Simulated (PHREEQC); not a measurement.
## Acid mine or pickling water: speciation

Synthetic water in mg/L, 25 °C, pH 3.59, pe 12.8:

```json
[
 {"constituent": "Na", "mg/L": "52.1"},
 {"constituent": "K", "mg/L": "99.7"},
 {"constituent": "Ca", "mg/L": "25.1"},
 {"constituent": "Mg", "mg/L": "4.15"},
 {"constituent": "Cl", "mg/L": "71"},
 {"constituent": "S(6) as SO4", "mg/L": "245"},
 {"constituent": "Fe(3)", "mg/L": "2.15"},
 {"constituent": "B", "mg/L": "2.16"},
 {"constituent": "F", "mg/L": "0.0294"}
]
```

Valence states are taken as typed.

Computed with PHREEQC (ion-association model, wateq4f.dat).

Precipitation was switched off in this run.

### Question
Predict the ionic strength.

### Answer
ionic strength 0.00956 mol/kgw.

### Question
In which forms is K present?

### Answer
K+ 99 %, KSO4- 1.1 % of the K.

Saturation is exceeded, for instance for Jarosite-K, Hematite (slow to form); the values hold only as long as no solid forms. Real BF4- forms and hydrolyses slowly; the run takes it at equilibrium. Fluoro complexes past AlF4- and FeF3 are missing from the database.
